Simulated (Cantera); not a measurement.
Feed: 1 mol CsCl, 330 mol H2, at 100000 Pa.

Equilibrium computed with Cantera from the NASA thermochemical tables; the gas is ideal and each condensed phase is pure. Candidate condensed phases: Cs, CsCl; 9 gas species. Rates play no part.

Task: Which condensed phases are stable at each of these points (T (K)): 873, 948, 1023, 1098, 1173, 1248, 1323?

Result: 
| T (K) | condensed phases | Cs condensed (%) |
|---|---|---|
| 873 | CsCl(s) | 97.8 |
| 948 | CsCl(l) | 84.0 |
| 1023 | CsCl(l) | 26.6 |
| 1098 | gas only | 0.0 |
| 1173 | gas only | 0.0 |
| 1248 | gas only | 0.0 |
| 1323 | gas only | 0.0 |

At 873 K the condensed part is CsCl(s). From 948 K to 1023 K the condensed part is CsCl(l). From 1098 K to 1323 K nothing is condensed.
